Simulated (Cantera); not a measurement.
An adiabatic, constant-volume homogeneous reactor starts with CH₄ : O₂ : N₂ = 1 : 3.7 : 13.9 (molar parts), equivalence ratio 0.54, at 1200 K and 18.8 atm. Integrator tolerance rtol = 1e-08.

Cantera simulation using GRI-Mech 3.0 (53 species, 325 reactions); the numbers are that mechanism's predictions, not measurements. The pressure lies above the range GRI-Mech 3.0 was tuned for (to about 10 atm).

Q: What does this change do: initial temperature 1200 to 1325 K?

A: 
```
quantity                                                            before                                      after
---------------------------------  ---------------------------------------  -----------------------------------------
time of steepest temperature rise                                  1.81 ms                                   0.436 ms
temperature at 2.00 s                                               2532 K                                     2619 K
equilibrium temperature                                             2532 K                                     2619 K
x(CH₄) at 2.00 s                     <1e-12 (gas-phase equilibrium <1e-12)      <1e-12 (gas-phase equilibrium <1e-12)
x(O₂) at 2.00 s                      0.0829 (gas-phase equilibrium 0.0829)      0.0816 (gas-phase equilibrium 0.0816)
x(NO₂) at 2.00 s                   5.07e-5 (gas-phase equilibrium 5.07e-5)    5.12e-5 (gas-phase equilibrium 5.12e-5)
x(HO₂) at 2.00 s                   1.98e-5 (gas-phase equilibrium 1.98e-5)    2.37e-5 (gas-phase equilibrium 2.37e-5)
x(H₂O₂) at 2.00 s                  1.43e-6 (gas-phase equilibrium 1.43e-6)    1.63e-6 (gas-phase equilibrium 1.63e-6)
x(H) at 2.00 s                     9.15e-5 (gas-phase equilibrium 9.15e-5)  0.000168 (gas-phase equilibrium 0.000168)
```

Q: What does this change do: pressure from 18.8 atm to 0.868 atm?

A: 
```
quantity                                                            before                                      after
---------------------------------  ---------------------------------------  -----------------------------------------
time of steepest temperature rise                                  1.81 ms                                    35.8 ms
temperature at 2.00 s                                               2532 K                                     2467 K
equilibrium temperature                                             2532 K                                     2467 K
x(CH₄) at 2.00 s                     <1e-12 (gas-phase equilibrium <1e-12)      <1e-12 (gas-phase equilibrium <1e-12)
x(O₂) at 2.00 s                      0.0829 (gas-phase equilibrium 0.0829)      0.0834 (gas-phase equilibrium 0.0834)
x(NO₂) at 2.00 s                   5.07e-5 (gas-phase equilibrium 5.07e-5)    1.04e-5 (gas-phase equilibrium 1.04e-5)
x(HO₂) at 2.00 s                   1.98e-5 (gas-phase equilibrium 1.98e-5)    7.65e-6 (gas-phase equilibrium 7.65e-6)
x(H₂O₂) at 2.00 s                  1.43e-6 (gas-phase equilibrium 1.43e-6)    2.58e-7 (gas-phase equilibrium 2.58e-7)
x(H) at 2.00 s                     9.15e-5 (gas-phase equilibrium 9.15e-5)  0.000589 (gas-phase equilibrium 0.000589)
```
